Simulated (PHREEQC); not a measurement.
0.5 mol of Zn5(OH)8Cl2 (Zn5(OH)8Cl2) is brought to equilibrium with 1 kg of water, with rising amounts of Ba(OH)2, at 25 °C. Oxygen alone is held at its pressure in air (log pO2 = -0.68). The system is closed to CO2. Only these solids could form: Zn5(OH)8Cl2, Zincite(c).

Computed with PHREEQC (ion-association model, wateq4f.dat).

```json
[
 {"Ba(OH)2 added (mol)": "0", "pH": "6.74", "dissolved Zn (mol/kgw)": "0.00820", "dissolved Cl (mol/kgw)": "0.0164", "Zincite(c) (mol)": "0.0327"},
 {"Ba(OH)2 added (mol)": "0.0167", "pH": "7.08", "dissolved Zn (mol/kgw)": "0.00217", "dissolved Cl (mol/kgw)": "0.0377", "Zincite(c) (mol)": "0.0921"},
 {"Ba(OH)2 added (mol)": "0.0333", "pH": "7.31", "dissolved Zn (mol/kgw)": "0.000901", "dissolved Cl (mol/kgw)": "0.0682", "Zincite(c) (mol)": "0.170"},
 {"Ba(OH)2 added (mol)": "0.05", "pH": "7.47", "dissolved Zn (mol/kgw)": "0.000521", "dissolved Cl (mol/kgw)": "0.101", "Zincite(c) (mol)": "0.252"},
 {"Ba(OH)2 added (mol)": "0.0667", "pH": "7.57", "dissolved Zn (mol/kgw)": "0.000355", "dissolved Cl (mol/kgw)": "0.133", "Zincite(c) (mol)": "0.335"},
 {"Ba(OH)2 added (mol)": "0.0833", "pH": "7.66", "dissolved Zn (mol/kgw)": "0.000267", "dissolved Cl (mol/kgw)": "0.166", "Zincite(c) (mol)": "0.418"},
 {"Ba(OH)2 added (mol)": "0.1", "pH": "7.73", "dissolved Zn (mol/kgw)": "0.000212", "dissolved Cl (mol/kgw)": "0.199", "Zincite(c) (mol)": "0.501"},
 {"Ba(OH)2 added (mol)": "0.117", "pH": "7.79", "dissolved Zn (mol/kgw)": "0.000175", "dissolved Cl (mol/kgw)": "0.232", "Zincite(c) (mol)": "0.586"},
 {"Ba(OH)2 added (mol)": "0.133", "pH": "7.84", "dissolved Zn (mol/kgw)": "0.000150", "dissolved Cl (mol/kgw)": "0.263", "Zincite(c) (mol)": "0.666"},
 {"Ba(OH)2 added (mol)": "0.15", "pH": "7.88", "dissolved Zn (mol/kgw)": "0.000130", "dissolved Cl (mol/kgw)": "0.296", "Zincite(c) (mol)": "0.750"},
 {"Ba(OH)2 added (mol)": "0.167", "pH": "7.92", "dissolved Zn (mol/kgw)": "0.000115", "dissolved Cl (mol/kgw)": "0.329", "Zincite(c) (mol)": "0.835"},
 {"Ba(OH)2 added (mol)": "0.183", "pH": "7.96", "dissolved Zn (mol/kgw)": "0.000104", "dissolved Cl (mol/kgw)": "0.360", "Zincite(c) (mol)": "0.915"},
 {"Ba(OH)2 added (mol)": "0.2", "pH": "7.99", "dissolved Zn (mol/kgw)": "9.46e-5", "dissolved Cl (mol/kgw)": "0.393", "Zincite(c) (mol)": "1.00"}
]
```
